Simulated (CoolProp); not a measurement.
Values from CoolProp's reference Helmholtz-energy equation of state, Thol 2015.

Task: For octamethylcyclotetrasiloxane (D4), give the phase and the density (kg/m³), Joule-Thomson coefficient (K/MPa), isothermal compressibility (1/MPa) at 223.65 °C and 0.123 MPa.

Result: 
- 223.65 °C and 0.123 MPa: gas; density 9.43, Joule-Thomson coefficient 15.7, isothermal compressibility 8.71
